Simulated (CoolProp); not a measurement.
Values from CoolProp's reference Helmholtz-energy equation of state, Lemmon 2006. It is a short technical equation, of lower accuracy than the large ones.

Task: Give the vapour pressure (MPa), liquid density (kg/m³), liquid cp (kJ/(kg K)), vapour Z of saturated isohexane at -48.65, -38.85, 10.15 °C.

Result: 
```tsv
T (°C)	p (MPa)	liquid density (kg/m³)	liquid cp (kJ/(kg K))	vapour Z
-48.65	0.000392	713	1.92	0.999
-38.85	0.000833	705	1.96	0.999
10.15	0.0147	662	2.17	0.988
```
